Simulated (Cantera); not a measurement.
Standard-state values (1 bar) from the NASA 1993 polynomials, evaluated with Cantera. Values are per mole of reaction as written; species without (g) are pure solids or liquids, kept so even where they would boil at 1 bar.

3 CuF₂(g) + 2 NH₃(g) = 6 H(g) + 2 NF₃(g) + 3 Cu

```json
[
 {"T (K)": "873", "ΔH° (kJ)": "1990.9", "ΔS° (J/K)": "222.8", "ΔG° (kJ)": "1796.3", "log10 K": "-107.48"},
 {"T (K)": "948", "ΔH° (kJ)": "[?]", "ΔS° (J/K)": "[?]", "ΔG° (kJ)": "[?]", "log10 K": "[?]"},
 {"T (K)": "1023", "ΔH° (kJ)": "2004.3", "ΔS° (J/K)": "237.0", "ΔG° (kJ)": "1761.8", "log10 K": "-89.96"},
 {"T (K)": "1098", "ΔH° (kJ)": "2010.9", "ΔS° (J/K)": "243.2", "ΔG° (kJ)": "1743.8", "log10 K": "-82.96"},
 {"T (K)": "1173", "ΔH° (kJ)": "2017.5", "ΔS° (J/K)": "249.0", "ΔG° (kJ)": "1725.3", "log10 K": "-76.83"},
 {"T (K)": "1248", "ΔH° (kJ)": "[?]", "ΔS° (J/K)": "[?]", "ΔG° (kJ)": "[?]", "log10 K": "[?]"}
]
```

Complete the blanks.


- 948, ΔH° (kJ): 1997.6
- 948, ΔS° (J/K): 230.3
- 948, ΔG° (kJ): 1779.3
- 948, log10 K: -98.04
- 1248, ΔH° (kJ): 2024.1
- 1248, ΔS° (J/K): 254.5
- 1248, ΔG° (kJ): 1706.5
- 1248, log10 K: -71.42
